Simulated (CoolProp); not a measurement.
n-perfluorohexane at 322.76 K and 6.25 MPa is throttled through a valve to 0.639 MPa with no heat exchange. Each further row changes one setting.

The numbers come from the reference Helmholtz-energy equation of state, Gao 2022 in CoolProp.

| case | temperature change (K) |
|---|---|
| as stated | +1.3 |
| outlet pressure 0.192 MPa | +1.4 |
| outlet pressure 0.831 MPa | +1.3 |
